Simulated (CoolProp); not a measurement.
Vapour-liquid equilibrium of carbon dioxide (1) + CH3F (R41) (2) at 24 bar; x and y are mole fractions of (1).

The numbers come from the multi-fluid Helmholtz-energy mixture model, Span 1996 and Lemmon 2006; pair parameters Bell 2016 in CoolProp.

```csv
x,bubble temperature (°C),y at the bubble point,dew temperature at overall composition x (°C),liquid density (mol/L)
0.05,4.9,0.069,5.2,19.48
0.2,1.6,0.260,2.6,20.00
0.35,-1.5,0.431,0.0,20.51
0.5,-4.3,0.587,-2.7,21.03
0.65,-7.1,0.729,-5.5,21.54
0.8,-9.8,0.857,-8.6,22.06
0.95,-12.5,0.967,-12.1,22.56
```

No azeotrope shows between x = 0.05 and 0.95.

The pair parameters rest on a limited set of measurements; away from them the model extrapolates.
